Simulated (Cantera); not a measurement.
A perfectly stirred reactor is fed with H2 : O2 : N2 : H2O = 1 : 1.02 : 3.84 : 0.038 (molar parts), equivalence ratio 0.49, at 500000 Pa; it is adiabatic with a 775 K inlet, and is followed from long to short residence time, starting on the burning branch (τ in s: 0.039, 0.018, 0.0082, 0.0038, 0.0017, 0.00079, 0.00036, 0.00017, 7.7e-05, 3.5e-05, 1.6e-05, 7.5e-06, 3.4e-06).

Computed with Cantera and the H2/O2 subset of GRI-Mech 3.0, which has no nitrogen chemistry. The hydrogen kinetics of GRI-Mech 3.0 are dated; newer H2 mechanisms differ, most at raised pressure.

Q: Predict: blow-out, bracketed by the residence times tried; x(H2) at τ = 39.0 ms; x(O2) at τ = 39.0 ms; x(H2O) at τ = 39.0 ms; x(O) at τ = 39.0 ms; x(HO2) at τ = 39.0 ms; x(H2) at τ = 0.360 ms; x(O2) at τ = 0.360 ms; x(H2O) at τ = 0.360 ms; x(O) at τ = 0.360 ms; x(HO2) at τ = 0.360 ms.

A: 
```json
{
  "blow_out_bracketed_by_the_residence_times_tried": "burning at 3.40 µs, the shortest tried",
  "x(H2) at τ = 39.0 ms": "0.000118",
  "x(O2) at τ = 39.0 ms": "0.0958",
  "x(H2O) at τ = 39.0 ms": "0.191",
  "x(O) at τ = 39.0 ms": "0.000120",
  "x(HO2) at τ = 39.0 ms": "3.67e-6",
  "x(H2) at τ = 0.360 ms": "0.00140",
  "x(O2) at τ = 0.360 ms": "0.0951",
  "x(H2O) at τ = 0.360 ms": "0.188",
  "x(O) at τ = 0.360 ms": "0.00103",
  "x(HO2) at τ = 0.360 ms": "1.90e-5"
}
```
